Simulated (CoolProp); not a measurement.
Nitrogen along the isobar 1710 kPa: density (kg/m³) from the reference equation and from simpler models built on Tc = -147.0 °C, pc = 3396 kPa, ω = 0.037; each cubic takes its own stable root.

Model: reference Helmholtz-energy equation of state, Span 2000, in CoolProp.

```csv
T (°C),phase,reference
-198.15,liquid,820.5
-169.85,liquid,674.2
-141.55,gas,52.46
-113.25,gas,39.28
-84.95,gas,32.08
-56.65,gas,27.32
-28.35,gas,23.87
-0.05,gas,21.24
```

Task: How far does each simpler model (van der Waals, Redlich-Kwong, Soave-Redlich-Kwong, Peng-Robinson) lie from the reference over these 8 states: mean and median of the absolute difference, and the worst?

Result: 
- van der Waals: mean 8.5 %, median 1.0 %, worst -31.7 % at -169.85 °C and 1710 kPa
- Redlich-Kwong: mean 0.9 %, median 0.4 %, worst -3.6 % at -169.85 °C and 1710 kPa
- Soave-Redlich-Kwong: mean 0.7 %, median 0.2 %, worst -3.6 % at -169.85 °C and 1710 kPa
- Peng-Robinson: mean 3.7 %, median 1.4 %, worst +13.3 % at -198.15 °C and 1710 kPa
